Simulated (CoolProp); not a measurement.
Vapour-liquid equilibrium of n-hexane (1) + toluene (2) at 202 kPa; x and y are mole fractions of (1).

The numbers come from the multi-fluid Helmholtz-energy mixture model, Thol 2019 and Lemmon 2006; pair parameters Bell 2016 in CoolProp.

Problem. Give the bubble temperature and the first vapour's composition at x = 0.35, 0.75, 0.95. Is there an azeotrope?

Solution. x = 0.35: 111.8 °C, y = 0.631; x = 0.75: 98.5 °C, y = 0.885; x = 0.95: 93.6 °C, y = 0.978. No azeotrope shows between x = 0.05 and 0.95.

Pair parameters are fitted to limited data, so mixtures are less certain than the pure fluids.
